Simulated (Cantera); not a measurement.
A Cantera script and what it prints.

```python
import numpy as np
import cantera as ct

gas_names = """
    HCL F2 HF LiCL
""".split()
cond_names = """
    Li(cr) Li(L)
""".split()


def load(file, names, dense=False):
    # The tables refer to 1 bar. Condensed volumes are neglected.
    table = {s.name: s for s in ct.Species.list_from_file(file)}
    out = []
    for n in names:
        d = dict(table[n].input_data)
        d["thermo"] = dict(d["thermo"], **{"reference-pressure": 1e5})
        if dense:
            d["equation-of-state"] = {"model": "constant-volume", "density": "1e6 g/cm^3"}
        out.append(ct.Species.from_dict(d))
    return out


species = {s.name: s for s in load("nasa_gas.yaml", gas_names) + load("nasa_condensed.yaml", cond_names)}
# Each term lists the table entries of one substance; the one whose range holds T is used.
reactions = {
    '2 HCl(g) + 2 Li + F2(g) = 2 HF(g) + 2 LiCl(g)':
        [(-2, ['HCL']), (-2, ['Li(cr)', 'Li(L)']), (-1, ['F2']), (2, ['HF']), (2, ['LiCL'])],
}


def pick(names, T):
    return next(species[n] for n in names if species[n].thermo.min_temp <= T <= species[n].thermo.max_temp)


results = []
for label, terms in reactions.items():
    print(label)
    print("     T/K   dH/kJ  dS/(J/K)   dG/kJ   log10 K")
    for T in [1373, 1448, 1523, 1598, 1673]:
        used = [(nu, pick(names, T)) for nu, names in terms]
        dH = sum(nu * s.thermo.h(T) for nu, s in used) / 1e6
        dS = sum(nu * s.thermo.s(T) for nu, s in used) / 1e3
        dG = dH - T * dS / 1e3
        logK = -dG * 1e6 / (ct.gas_constant * T * np.log(10))
        results.append((label, T, dH, dS, dG, logK, [s.name for _, s in used]))
        print(f"{T:8g} {dH:8.1f} {dS:8.1f} {dG:8.1f} {logK:8.2f}")
```

Result:

```
2 HCl(g) + 2 Li + F2(g) = 2 HF(g) + 2 LiCl(g)
     T/K   dH/kJ  dS/(J/K)   dG/kJ   log10 K
    1373   -781.7     92.8   -909.1    34.59
    1448   -783.5     91.6   -916.0    33.04
    1523   -785.3     90.3   -922.9    31.65
    1598   -787.2     89.1   -929.6    30.39
    1673   -789.1     88.0   -936.2    29.23
```

Source: NASA polynomial tables (part measured, part estimated), evaluated in Cantera. Condensed species are held in their standard states even where they would react or evaporate.
